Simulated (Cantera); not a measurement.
What does this Cantera script print?

```python
import numpy as np
import cantera as ct

gas = ct.Solution("gri30.yaml")
gas.TPX = 475, 420000, {'CO': 1, 'H2': 0.091, 'CH4': 0.3, 'O2': 1.71, 'N2': 6.43}
flame = ct.FreeFlame(gas, width=0.015)
flame.set_refine_criteria(ratio=3, slope=0.08, curve=0.16)
flame.transport_model = "unity-Lewis-number"
flame.solve(loglevel=0, auto=True)
z, T = flame.grid, flame.T
thick = (T[-1] - T[0]) / np.gradient(T, z).max()
show = ['CO', 'H2', 'CH4', 'C2H4', 'NO', 'CH2']
print(f"laminar burning velocity  {flame.velocity[0] * 100:.3f} cm/s")
print(f"burnt temperature         {T[-1]:.1f} K")
print(f"thermal thickness         {thick * 1e3:.4f} mm")
print(f"grid points               {len(z)}")
z0 = z[flame.heat_release_rate.argmax()]
print(f"{'z/mm':>9s}{'T/K':>9s}{'u/(m/s)':>9s}" + "".join(f"{s:>11s}" for s in show))
rows = []
for k in (-3, -2, -1.5, -1, -0.5, -0.25, 0, 0.25, 0.5, 1, 2, 4, 8):
    zz = z0 + k * thick
    rows.append([k * thick, np.interp(zz, z, T), np.interp(zz, z, flame.velocity),
                 *(np.interp(zz, z, flame.X[gas.species_index(s)]) for s in show)])
    print(f"{rows[-1][0] * 1e3:9.3f}{rows[-1][1]:9.1f}{rows[-1][2]:9.3f}" + "".join(f"{x:11.3e}" for x in rows[-1][3:]))
```

It prints:

```
laminar burning velocity  38.845 cm/s
burnt temperature         2074.1 K
thermal thickness         0.1489 mm
grid points               138
     z/mm      T/K  u/(m/s)         CO         H2        CH4       C2H4         NO        CH2
   -0.447    475.4    0.389  1.049e-01  9.546e-03  3.147e-02  1.413e-08  3.709e-10  2.826e-23
   -0.298    478.6    0.391  1.048e-01  9.533e-03  3.138e-02  1.190e-07  3.234e-09  4.875e-20
   -0.223    489.5    0.400  1.045e-01  9.490e-03  3.111e-02  4.766e-07  1.392e-08  4.535e-18
   -0.149    548.6    0.448  1.025e-01  9.254e-03  2.960e-02  2.442e-06  9.354e-08  6.053e-15
   -0.074    843.0    0.684  9.256e-02  8.020e-03  2.170e-02  1.265e-05  1.084e-06  4.674e-10
   -0.037   1169.9    0.943  8.035e-02  6.532e-03  1.222e-02  2.166e-05  3.244e-06  1.783e-07
    0.000   1543.3    1.232  6.129e-02  3.932e-03  2.115e-03  8.098e-06  6.352e-06  3.421e-06
    0.037   1744.6    1.379  3.936e-02  1.848e-03  5.825e-05  1.174e-07  9.893e-06  3.231e-07
    0.074   1848.4    1.450  2.560e-02  1.507e-03  1.076e-06  8.934e-10  1.298e-05  9.522e-09
    0.149   1952.1    1.520  1.335e-02  1.030e-03  6.431e-10  1.544e-13  1.731e-05  9.059e-12
    0.298   2022.6    1.567  5.865e-03  4.921e-04  2.352e-14  1.917e-18  2.201e-05  2.016e-15
    0.596   2058.7    1.590  2.192e-03  1.933e-04  2.453e-17  5.197e-25  2.627e-05  9.055e-17
    1.191   2071.7    1.599  9.205e-04  9.225e-05  6.509e-18  5.916e-28  3.013e-05  1.087e-17
```

Detailed kinetics in Cantera: GRI-Mech 3.0 (53 species, 325 reactions). Unity Lewis numbers drop preferential diffusion, which matters most where H2 and H carry the flame. Burning velocities carry a grid error of a few per cent, more on coarse grids.
